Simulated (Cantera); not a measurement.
Feed: 1 mol SiHCl₃, 3.3 mol N₂, at 1025 °C and 66000 Pa.

Equilibrium computed with Cantera from the NASA thermochemical tables; the gas is ideal and each condensed phase is pure. Candidate condensed phases: NH₄Cl, Si, Si₃N₄; 28 gas species. N₂ is the only nitrogen source here; it is nearly inert below about 1500 K, so the nitride shown seldom forms there in practice. The tables' values for SiCl₃ are old estimates; treat these amounts as uncertain. Rates play no part.

Base state: N₂ 0.677, HCl 0.166, SiCl₄ 0.124, H₂ 0.0290, SiCl₃ 0.00234, SiHCl₃ 0.000984, SiCl₂ 0.000262 (mole fractions); condensed: Si₃N₄(s).

Task: What changes in the equilibrium state with this change: 0.29 mol H₂O added?

Result: 
```
species           before     after
--------------  --------  --------
N₂                 0.677     0.616
HCl                0.166     0.272
SiCl₄              0.124    0.0847
H₂                0.0290    0.0257
SiCl₂           0.000262   5.89e-5
SiHCl₃          0.000984  0.000362
SiCl₃            0.00234  0.000914
Si₃N₄(s), mol      0.143         0
Si₂N₂O(s), mol         0     0.290
```
Further candidate phases: H₂O, SiO₂, Si₂N₂O.

Task: What changes in the equilibrium state with this change: SiHCl₃ replaced by SiH₄?

Result: 
| species | before | after |
|---|---|---|
| N₂ | 0.677 | 0.568 |
| H₂ | 0.0290 | 0.432 |
| NH₃ | 3.35e-7 | 1.76e-5 |
| HCl | 0.166 | 0 |
| SiCl₄ | 0.124 | 0 |
| SiCl₃ | 0.00234 | 0 |
| SiHCl₃ | 0.000984 | 0 |
| Si₃N₄(s), mol | 0.143 | 0.333 |

Task: What changes in the equilibrium state with this change: temperature from 1025 °C to 502 °C?

Result: 
```tsv
species	before	after
N₂	0.677	0.686
SiCl₄	0.124	0.137
HCl	0.166	0.129
H₂	0.0290	0.0481
SiCl₂	0.000262	<1e-9
SiCl₃	0.00234	7.60e-8
NH₃	3.35e-7	2.23e-5
Si₃N₄(s), mol	0.143	0.131
```
